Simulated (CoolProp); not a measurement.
Octamethyltrisiloxane (MDM) at several states: fugacity coefficient from the reference equation and from simpler models built on Tc = 565.4 K, pc = 1438 kPa, ω = 0.528; each cubic takes its own stable root.

Computed with CoolProp (reference Helmholtz-energy equation of state, Thol 2017).

```csv
T (K),p (kPa),phase,reference,van der Waals,Soave-Redlich-Kwong,Peng-Robinson
328.9,739,liquid,0.004305,0.1473,0.004445,0.004715
257.9,1510,liquid,1.689e-5,0.01887,(withheld),(withheld)
203.5,7560,liquid,(withheld),0.002980,2.036e-8,2.753e-8
371.8,1710,liquid,(withheld),(withheld),(withheld),0.01319
```

Problem. Complete the blanks.

Solution. 
- 257.9, Soave-Redlich-Kwong: 2.111e-5
- 257.9, Peng-Robinson: 2.546e-5
- 203.5, reference: 9.259e-9
- 371.8, reference: 0.01294
- 371.8, van der Waals: 0.1404
- 371.8, Soave-Redlich-Kwong: 0.01313
